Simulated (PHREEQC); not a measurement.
NaF is added in steps, without added water, to 1 kg of water holding 0.039 mol/kgw CaCl2, 0.0045 mol/kgw Na2CO3 and 0.01 mol/kgw NaCl, at 25 °C. Oxygen alone is held at its pressure in air (log pO2 = -0.68). CO2 from the air is kept out. The run lets Calcite, Fluorite, Halite precipitate or redissolve, and no other solid.

Base run: PHREEQC, ion-association model, phreeqc.dat. Each further column changes one thing. The table gives pH.

```csv
NaF added (mol),base,all activity coefficients set to 1,metal-ligand complexes left out,database wateq4f.dat,Debye-Hückel limiting law
0,8.86,8.64,8.82,8.86,9.01
0.026,8.96,8.75,8.93,8.96,9.09
0.0455,9.08,8.89,9.07,9.09,9.21
0.0715,10.19,10.29,10.24,10.20,10.16
0.0975,10.62,10.73,10.72,10.62,10.54
0.117,10.60,10.71,10.71,10.60,10.51
0.143,10.58,10.69,10.70,10.58,10.48
0.1625,10.56,10.67,10.69,10.56,10.46
0.1885,10.54,10.66,10.68,10.55,10.43
0.2145,10.53,10.64,10.67,10.53,10.41
0.234,10.52,10.63,10.67,10.52,10.39
0.26,10.50,10.62,10.66,10.51,10.37
```

 phreeqc.dat and wateq4f.dat share most of their constants, so their agreement is no independent check. Solids allowed in the column 'database wateq4f.dat': Calcite, Fluorite, Portlandite, Halite, Nahcolite, Natron.
